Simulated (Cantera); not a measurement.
# SiCl4 + N2 + H2 (silicon nitride deposition)

Feed: 1 mol SiCl4, 94 mol N2, a varied amount of H2, held at 1173 K and 14.0 Pa.

Cantera equilibrium calculation (NASA polynomials, part measured and part estimated; ideal gas, pure solids and liquids). Candidate condensed phases: NH4Cl, Si, Si3N4; 28 gas species. N2 is the only nitrogen source here; it is nearly inert below about 1500 K, so the nitride shown seldom forms there in practice. The tables' values for SiCl3 are old estimates; treat these amounts as uncertain. Equilibrium is a limit: real reactors are often held back by kinetics, nucleation or transport.

```csv
n(H2) (mol),log p N2,log p HCl,log p SiCl4,log p SiCl2,n Si3N4(s)
0.13,-3.86,-6.42,-5.92,-6.89,0
0.17,-3.86,-6.30,-5.94,-6.75,0
0.23,-3.86,-6.17,-5.98,-6.59,0
0.32,-3.86,-6.03,-6.04,-6.43,0
0.43,-3.86,-5.91,-6.12,-6.31,0.00269
0.58,-3.86,-5.79,-6.17,-6.33,0.0301
0.78,-3.86,-5.66,-6.24,-6.37,0.0659
```
log p: log10 of the partial pressure in bar; n: condensed amount in mol.

From 0.13 mol H2 to 0.32 mol H2 nothing is condensed. From 0.43 mol H2 to 0.78 mol H2 the condensed part is Si3N4(s). The main Si-bearing gas is SiCl4 throughout.
